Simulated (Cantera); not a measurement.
Input: 1 mol CO, 2.7 mol CO2, 7.8 mol N2, held at 0.000240 bar.

Method: chemical equilibrium by Gibbs-energy minimisation in Cantera with the NASA 1993 tables (ideal gas, pure condensed phases). Candidate condensed phases: C; 24 gas species. Kinetics and transport are ignored. All values below are at 1298 K.

Base state: N2 0.678, CO2 0.235, CO 0.0870 (mole fractions); condensed: gas only.

**Question.** What changes in the equilibrium state with this change: CO replaced by CH3OH?

**Answer.** 
```json
[
 {"species": "N2", "before": "0.678", "after": "0.578"},
 {"species": "CO", "before": "0.0870", "after": "0.158"},
 {"species": "CO2", "before": "0.235", "after": "0.116"},
 {"species": "H2O", "before": "0", "after": "0.0836"},
 {"species": "H2", "before": "0", "after": "0.0645"},
 {"species": "H", "before": "0", "after": "1.76e-5"}
]
```
Further candidate phases: C6H6, C7H8, C8H18, H2O.
